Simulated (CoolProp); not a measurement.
Aqueous potassium formate as a coolant, at -18 °C, 1 atm.

Model: Melinder's fits for secondary coolants, in CoolProp.

```json
[
 {"mass %": "29", "freezing point (°C)": "-20.0", "viscosity (mPa s)": "4.78", "conductivity (W/(m K))": "0.496", "cp (kJ/(kg K))": "3.106", "density (kg/m³)": "1195"},
 {"mass %": "33.3", "freezing point (°C)": "-25.2", "viscosity (mPa s)": "5.15", "conductivity (W/(m K))": "0.488", "cp (kJ/(kg K))": "2.981", "density (kg/m³)": "1226"},
 {"mass %": "37.6", "freezing point (°C)": "-31.2", "viscosity (mPa s)": "5.59", "conductivity (W/(m K))": "0.478", "cp (kJ/(kg K))": "2.869", "density (kg/m³)": "1258"},
 {"mass %": "42", "freezing point (°C)": "-38.4", "viscosity (mPa s)": "6.24", "conductivity (W/(m K))": "0.468", "cp (kJ/(kg K))": "2.763", "density (kg/m³)": "1292"},
 {"mass %": "46.3", "freezing point (°C)": "-46.5", "viscosity (mPa s)": "7.47", "conductivity (W/(m K))": "0.456", "cp (kJ/(kg K))": "2.664", "density (kg/m³)": "1327"}
]
```
